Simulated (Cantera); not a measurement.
Charge: 1 mol TEOS, 3.1 mol O₂, 56 mol H₂, 0.23 mol O₃, held at 1750 K and 0.00240 bar.

Method: chemical equilibrium by Gibbs-energy minimisation in Cantera with the NASA 1993 tables (ideal gas, pure condensed phases). Candidate condensed phases: C, C₆H₆, C₇H₈, C₈H₁₈, H₂O, Si, SiC, SiO₂; 123 gas species. The feed counts by its element totals alone. The tables hold silica as quartz up to 1696 K and as liquid above; real silica turns to tridymite and cristobalite and melts near 1996 K. Equilibrium is a limit: real reactors are often held back by kinetics, nucleation or transport.

Base state: H₂ 0.854, CO 0.106, H₂O 0.0233, SiO 0.0123, H 0.00439, CO₂ 0.000798 (mole fractions); condensed: SiO₂(condensed).

Question: What changes in the equilibrium state with this change: temperature from 1750 K to 1350 K?

Answer: 
```tsv
species	before	after
H₂	0.854	0.881
CO	0.106	0.107
H₂O	0.0233	0.0113
SiO	0.0123	4.41e-7
H	0.00439	4.56e-5
CO₂	0.000798	0.000703
SiO₂(condensed), mol	0.0798	0
SiO₂(β-quartz), mol	0	1.000
```

Question: What changes in the equilibrium state with this change: O₃ from 0.23 to 1.6 mol?

Answer: 
```json
[
 {"species": "H₂", "before": "0.854", "after": "0.816"},
 {"species": "CO", "before": "0.106", "after": "0.105"},
 {"species": "H₂O", "before": "0.0233", "after": "0.0687"},
 {"species": "SiO", "before": "0.0123", "after": "0.00397"},
 {"species": "CO₂", "before": "0.000798", "after": "0.00244"},
 {"species": "OH", "before": "7.02e-6", "after": "2.12e-5"},
 {"species": "SiO₂(condensed), mol", "before": "0.0798", "after": "0.704"}
]
```

Question: What changes in the equilibrium state with this change: temperature from 1750 K to 775 K?

Answer: 
| species | before | after |
|---|---|---|
| H₂ | 0.854 | 0.881 |
| CO | 0.106 | 0.0996 |
| H₂O | 0.0233 | 0.0100 |
| SiO | 0.0123 | <1e-9 |
| H | 0.00439 | <1e-9 |
| CH₄ | <1e-9 | 0.00362 |
| CO₂ | 0.000798 | 0.00571 |
| SiO₂(condensed), mol | 0.0798 | 0 |
| SiO₂(α-quartz), mol | 0 | 1.00 |
